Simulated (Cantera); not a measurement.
Feed: 1 mol SiC, 0.0017 mol O2, 1.5 mol N2, 2.7 mol CO2, equilibrated at 8.60 Pa.

Method: chemical equilibrium by Gibbs-energy minimisation in Cantera with the NASA 1993 tables (ideal gas, pure condensed phases). Candidate condensed phases: C, Si, SiC, SiO2, Si2N2O, Si3N4; 34 gas species. N2 is the only nitrogen source here; it is nearly inert below about 1500 K, so the nitride shown seldom forms there in practice. Mutual solubility and eutectic melting of coexisting phases are not modelled. The tables hold silica as quartz up to 1696 K and as liquid above; real silica turns to tridymite and cristobalite and melts near 1996 K. Kinetics and transport are ignored.

Q: Which condensed phases are stable at each of these points (T (°C)): 677, 777, 877, 977, 1077, 1177, 1277, 1377, 1477, 1577, 1677, 1777, 1877?

A: 
```tsv
T (°C)	condensed phases	Si condensed (%)
677	C(graphite) + SiO2(β-quartz)	100.0
777	C(graphite) + SiO2(β-quartz)	100.0
877	SiO2(β-quartz) + Si2N2O(s)	100.0
977	SiO2(β-quartz) + Si2N2O(s)	99.9
1077	SiO2(β-quartz) + Si2N2O(s)	94.7
1177	SiO2(β-quartz)	70.3
1277	SiO2(β-quartz)	70.1
1377	SiO2(β-quartz)	68.3
1477	SiO2(condensed)	58.0
1577	SiO2(condensed)	26.7
1677	gas only	0.0
1777	gas only	0.0
1877	gas only	0.0
```

From 677 °C to 777 °C the condensed part is C(graphite) + SiO2(β-quartz). From 877 °C to 1077 °C the condensed part is SiO2(β-quartz) + Si2N2O(s). From 1177 °C to 1377 °C the condensed part is SiO2(β-quartz). From 1477 °C to 1577 °C the condensed part is SiO2(condensed). From 1677 °C to 1877 °C nothing is condensed.
